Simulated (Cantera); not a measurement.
Mixture: CO : H2 : CH4 : O2 : N2 = 1 : 0.074 : 0.37 : 0.798 : 3 (molar parts), at 1.20 bar, adiabatic and at constant volume. Ignition delay is the time to a rise of 400 K.

Computed with Cantera and GRI-Mech 3.0 (53 species, 325 reactions). Below about 1000 K GRI-Mech 3.0 lacks low-temperature oxidation paths. Below about 950 K walls govern HO2 and H2O2 in real vessels.

**Question.** What does this change do: pressure from 1.20 bar to 1.00 bar?

**Answer.** 
| quantity | before | after |
|---|---|---|
| delay at 923 K | 0.134 s | 0.155 s |
| delay at 973 K | 83.7 ms | 0.100 s |
| delay at 1023 K | 54.3 ms | 64.3 ms |
| delay at 1073 K | 33.4 ms | 39.0 ms |
| delay at 1123 K | 19.8 ms | 22.8 ms |
| delay at 1173 K | 11.5 ms | 13.1 ms |
| delay at 1223 K | 6.68 ms | 7.57 ms |
| apparent activation energy between 1123 and 1223 K | 120 kJ/mol | 130 kJ/mol |

**Question.** What does this change do: pressure from 1.20 bar to 6.80 bar?

**Answer.** 
```json
[
 {"quantity": "delay at 923 K", "before": "0.134 s", "after": "74.3 ms"},
 {"quantity": "delay at 973 K", "before": "83.7 ms", "after": "27.8 ms"},
 {"quantity": "delay at 1023 K", "before": "54.3 ms", "after": "13.3 ms"},
 {"quantity": "delay at 1073 K", "before": "33.4 ms", "after": "7.50 ms"},
 {"quantity": "delay at 1123 K", "before": "19.8 ms", "after": "4.51 ms"},
 {"quantity": "delay at 1173 K", "before": "11.5 ms", "after": "2.77 ms"},
 {"quantity": "delay at 1223 K", "before": "6.68 ms", "after": "1.70 ms"},
 {"quantity": "apparent activation energy between 1123 and 1223 K", "before": "120 kJ/mol", "after": "110 kJ/mol"}
]
```

**Question.** What does this change do: H2 0.074 to 0.041 parts?

**Answer.** 
```json
[
 {"quantity": "delay at 923 K", "before": "0.134 s", "after": "0.472 s"},
 {"quantity": "delay at 973 K", "before": "83.7 ms", "after": "0.288 s"},
 {"quantity": "delay at 1023 K", "before": "54.3 ms", "after": "0.165 s"},
 {"quantity": "delay at 1073 K", "before": "33.4 ms", "after": "89.5 ms"},
 {"quantity": "delay at 1123 K", "before": "19.8 ms", "after": "47.6 ms"},
 {"quantity": "delay at 1173 K", "before": "11.5 ms", "after": "25.3 ms"},
 {"quantity": "delay at 1223 K", "before": "6.68 ms", "after": "13.5 ms"},
 {"quantity": "apparent activation energy between 1123 and 1223 K", "before": "120 kJ/mol", "after": "140 kJ/mol"}
]
```
